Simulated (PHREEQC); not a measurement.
A solution holds 4.8 mmol/kgw H2SO4 and 160 mmol/kgw FeSO4, at 20 °C. Closed to the air; pH follows from the charge balance.

The numbers come from PHREEQC with the ion-association model, phreeqc.dat.

| quantity | before | after |
|---|---|---|
| pH | 2.66 | 5.89 |
| ionic strength (mol/kgw) | 0.345 | 0.342 |
| SO4-2 (mol/kgw) | 0.0849 | 0.0856 |
| HSO4- (mol/kgw) | 0.00528 | 3.16e-6 |

**Question.** Which change was made?
(A) H2SO4 left out
(B) H2SO4 from 0.0048 to 0.00528 mol/kgw
(C) 0.043 mol/kgw (CH3)4NCl added
(D) FeSO4 left out
(E) temperature from 20 to 10 °C

**Answer.** A, H2SO4 left out

No solid was allowed to form.
